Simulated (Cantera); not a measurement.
A freely propagating, adiabatic, planar premixed flame of 17.1 % H2, 14.5 % O2, 68.4 % N2, equivalence ratio 0.59, unburnt at 423 K and 1.01 bar; mixture-averaged transport, grid criteria slope 0.08 and curve 0.16, no radiation.

Detailed kinetics in Cantera: the H2/O2 subset of GRI-Mech 3.0, which has no nitrogen chemistry. Burning velocities carry a grid error of a few per cent, more on coarse grids. Lean hydrogen flames are cellular in practice and burn faster than this planar one.

Problem. Predict: laminar burning velocity; thermal thickness; peak x(HO2); peak x(H); peak x(O).

Solution. laminar burning velocity: 94.9 cm/s
thermal thickness: 0.447 mm
peak x(HO2): 0.000279
peak x(H): 0.00568
peak x(O): 0.00393
